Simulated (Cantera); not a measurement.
Thermodynamics of nitride etching, feed AlN + H₂

A closed system holds: 1 mol AlN, 140 mol H₂, equilibrated at 1998 K and 57.0 mbar.

Cantera equilibrium calculation (NASA polynomials, part measured and part estimated; ideal gas, pure solids and liquids). Candidate condensed phases: Al, AlN; 13 gas species. Kinetics and transport are ignored.

```yaml
x(H₂): 0.983
x(H): 0.00666
x(Al): 0.00660
x(N₂): 0.00352
x(AlH): 0.000439
gas_amount: 141.9 mol
log10 activity of Al(l) (absent): -1.20
```
